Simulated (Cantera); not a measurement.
What does this Cantera script print?

```python
import numpy as np
import cantera as ct

gas_names = [...]  # 110 gases of nasa_gas.yaml made of C, H, O
cond_names = """
    C(gr) C6H6(L) C7H8(L) C8H18(L),n-octa H2O(s) H2O(L)
""".split()


# ... load() reads the species with a 1 bar reference pressure and builds the phases ...
atoms = {
    'C2H6': {'C': 2, 'H': 6},
    'CO2': {'C': 1, 'O': 2},
}
top_T = {'C(gr)': 4500}  # K; cautious upper limits of use, not melting points


# ... equilibrate(T, P, feed) seeds the gas with the atoms and calls Mixture.equilibrate('TP', solver="vcs", rtol=1e-11, max_steps=5000) ...
results = []
feed = {'C2H6': 1, 'CO2': 3.3}  # mol
P = 180000  # Pa
for T in [825, 975, 1125, 1275, 1425, 1575, 1725, 1875, 2025, 2175, 2325]:
    mix = equilibrate(T, P, feed)
    results.append((T, P, feed, dict(zip(mix.species_names, mix.species_moles))))

top = {s: max(r[3][s] / sum(r[3][g] for g in gas_names) for r in results) for s in gas_names}
cols = sorted((s for s in top if top[s] > 1e-05), key=lambda s: -top[s])[:8]
seen = [c for c in cond_names if any(r[3].get(c, 0) > 1e-12 for r in results)]
print("log10 of partial pressures in bar; condensed amounts in mol")
print(f"{'T/K':>10s}" + "".join(f"{s[:9]:>10s}" for s in cols + seen))
for T, P, feed, n in results:
    ng = sum(n[g] for g in gas_names)
    print(f"{T:10.4g}" + "".join(f"{np.log10(max(n[s] / ng * P / 1e5, 1e-99)):10.3f}" for s in cols)
          + "".join(f"{n.get(c, 0):10.4g}" for c in seen))
```

It prints:

```
log10 of partial pressures in bar; condensed amounts in mol
       T/K        CO       CO2        H2       H2O       CH4         H        OH     C(gr)
       825    -0.884    -0.115    -0.511    -0.294    -1.066   -11.356   -14.507     2.312
       975    -0.183    -0.384    -0.299    -0.704    -1.499    -9.091   -12.237    0.9758
      1125    -0.012    -0.751    -0.268    -0.966    -2.582    -7.486   -10.468         0
      1275    -0.001    -0.820    -0.284    -0.883    -3.937    -6.275    -8.808         0
      1425     0.007    -0.877    -0.300    -0.827    -5.007    -5.316    -7.503         0
      1575     0.013    -0.925    -0.312    -0.788    -5.864    -4.537    -6.453         0
      1725     0.018    -0.967    -0.322    -0.760    -6.565    -3.892    -5.589         0
      1875     0.021    -1.002    -0.330    -0.739    -7.147    -3.348    -4.866         0
      2025     0.024    -1.033    -0.337    -0.723    -7.637    -2.884    -4.252         0
      2175     0.026    -1.059    -0.343    -0.712    -8.056    -2.483    -3.724         0
      2325     0.027    -1.082    -0.349    -0.704    -8.419    -2.133    -3.265         0
```

Cantera equilibrium calculation (NASA polynomials, part measured and part estimated; ideal gas, pure solids and liquids).
